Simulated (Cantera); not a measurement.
## Thermodynamics of hydrogen reduction and annealing atmospheres, feed Ta₂O₅ + H₂ + H₂O

Feed: 1 mol Ta₂O₅, 440 mol H₂, 0.54 mol H₂O, held at 1.00 bar.

These are equilibrium values from Cantera (NASA tables, ideal gas, pure condensed phases), not measurements of a reactor. Candidate condensed phases: H₂O, Ta, Ta₂O₅; 12 gas species. Mutual solubility and eutectic melting of coexisting phases are not modelled. Condensed phases not in the tables: N, O or C dissolved in the metal. Rates play no part.

```tsv
T (°C)	log p H₂	log p H	log p H₂O	log p TaO₂	log p TaO	log p OH	log p O	n Ta₂O₅(s)	n Ta(s)	n Ta₂O₅(l)
1027	0.00	-5.96	-2.91	<-12	<-12	-10.75	<-12	1.00	0	0
1102	0.00	-5.47	-2.91	<-12	<-12	-10.12	<-12	1.00	0	0
1177	0.00	-5.02	-2.91	<-12	<-12	-9.56	<-12	1.00	0	0
1252	0.00	-4.63	-2.91	-11.26	<-12	-9.05	<-12	1.00	0	0
1327	0.00	-4.26	-2.91	-10.19	-11.66	-8.58	<-12	1.00	0	0
1402	0.00	-3.94	-2.91	-9.22	-10.48	-8.16	<-12	1.00	0	0
1477	0.00	-3.63	-2.91	-8.34	-9.41	-7.78	-11.51	1.000	0	0
1552	0.00	-3.36	-2.91	-7.53	-8.43	-7.42	-10.89	1.000	0	0
1627	0.00	-3.10	-2.91	-6.79	-7.53	-7.10	-10.32	1.000	0	0
1702	0.00	-2.86	-2.79	-6.17	-6.89	-6.67	-9.67	0.964	0.0721	0
1777	0.00	-2.65	-2.65	-5.61	-6.33	-6.25	-9.04	0.909	0.182	0
1852	0.00	-2.44	-2.54	-5.13	-5.83	-5.88	-8.47	0	0.295	0.850
1927	0.00	-2.25	-2.44	-4.69	-5.37	-5.54	-7.95	0	0.425	0.782
```
log p: log10 of the partial pressure in bar; n: condensed amount in mol.

From 1027 °C to 1627 °C the condensed part is Ta₂O₅(s). From 1702 °C to 1777 °C the condensed part is Ta(s) + Ta₂O₅(s). From 1852 °C to 1927 °C the condensed part is Ta(s) + Ta₂O₅(l).
